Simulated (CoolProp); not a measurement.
A closed Brayton cycle with carbon dioxide: compressor inlet 325.15 K and 9.6 MPa, high pressure 29.2 MPa, turbine inlet 685 K, compressor efficiency 0.89, turbine efficiency 0.93, recuperator effectiveness 0.95 (on enthalpy, no pinch check). Each further row changes one setting.

Model: reference Helmholtz-energy equation of state, Span 1996, in CoolProp.

```tsv
case	thermal efficiency (%)	net work (kJ/kg)	compressor to turbine work	compressor exit (K)	turbine exit (K)
as stated	31.2	69.6	0.42	404.3	561.3
turbine inlet 635 K	(withheld)	58.1	0.46	404.3	516.1
compressor inlet 335.15 K	29.0	60.7	(withheld)	426.6	561.3
high pressure 24.8 MPa	(withheld)	(withheld)	(withheld)	392.5	579.0
recuperator effectiveness 0.5	22.7	69.6	0.42	404.3	561.3
```

### Question
Complete the blanks.

### Answer

- turbine inlet 635 K, thermal efficiency (%): 27.8
- compressor inlet 335.15 K, compressor to turbine work: 0.49
- high pressure 24.8 MPa, thermal efficiency (%): 31.1
- high pressure 24.8 MPa, net work (kJ/kg): 63.2
- high pressure 24.8 MPa, compressor to turbine work: 0.39
